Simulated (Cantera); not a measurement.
An adiabatic, constant-pressure homogeneous reactor starts with 3.20 % CH₄, 2.18 % CO, 19.2 % O₂, 72.3 % N₂, 3.13 % H₂, equivalence ratio 0.47, at 1650 K and 1000000 Pa.

Model: GRI-Mech 3.0 (53 species, 325 reactions), integrated in Cantera.

### Question
Predict: time of steepest temperature rise; temperature at 0.300 s; equilibrium temperature; x(CO) at 0.300 s; x(O₂) at 0.300 s; x(H₂O) at 0.300 s; x(NO) at 0.300 s.

### Answer
```
Item                                                                Result
---------------------------------  ---------------------------------------
time of steepest temperature rise                                  7.35 µs
temperature at 0.300 s                                              2576 K
equilibrium temperature                                             2576 K
x(CO) at 0.300 s                   0.00293 (gas-phase equilibrium 0.00293)
x(O₂) at 0.300 s                     0.0941 (gas-phase equilibrium 0.0941)
x(H₂O) at 0.300 s                    0.0924 (gas-phase equilibrium 0.0924)
x(NO) at 0.300 s                     0.0169 (gas-phase equilibrium 0.0169)
```
